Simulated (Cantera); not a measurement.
**Thermodynamics of silicon nitride deposition, feed SiHCl3 + NH3 + N2**

Charge: 1 mol SiHCl3, 0.21 mol NH3, 17 mol N2, equilibrated at 73.0 mbar.

Method: chemical equilibrium by Gibbs-energy minimisation in Cantera with the NASA 1993 tables (ideal gas, pure condensed phases). Candidate condensed phases: NH4Cl, Si, Si3N4; 28 gas species. The tables' values for SiCl3, SiCl are old estimates; treat these amounts as uncertain. The numbers say what is thermodynamically allowed, not how fast it happens.

```
T (K)   x N2   x HCl  x SiCl2     x H2   x SiCl4  x SiCl3      x Cl       x H  n Si3N4(s)
-----  -----  ------  -------  -------  --------  -------  --------  --------  ----------
1400   0.896  0.0709  0.00365  0.00804    0.0175  0.00388   1.17e-5   1.61e-6       0.176
1450   0.894  0.0701  0.00753  0.00826    0.0144  0.00545   2.20e-5   3.18e-6       0.161
1500   0.891  0.0685   0.0138  0.00884    0.0105  0.00676   3.82e-5   6.13e-6       0.137
1550   0.888  0.0657   0.0221  0.00995   0.00649  0.00717   6.13e-5   1.16e-5       0.106
1600   0.886  0.0616   0.0309   0.0117   0.00335  0.00649   9.05e-5   2.18e-5      0.0725
1650   0.884  0.0563   0.0388   0.0141   0.00151  0.00517  0.000125   3.99e-5      0.0410
1700   0.883  0.0504   0.0452   0.0169  0.000634  0.00382  0.000165   7.08e-5      0.0129
1750   0.882  0.0478   0.0483   0.0181  0.000317  0.00293  0.000236  0.000116           0
1800   0.882  0.0484   0.0489   0.0177  0.000194  0.00242  0.000369  0.000176           0
```
x: gas mole fraction; n: condensed amount in mol.

From 1400 K to 1700 K the condensed part is Si3N4(s). From 1750 K to 1800 K nothing is condensed. The main Si-bearing gas is SiCl4 at 1400 K and SiCl2 at 1800 K.
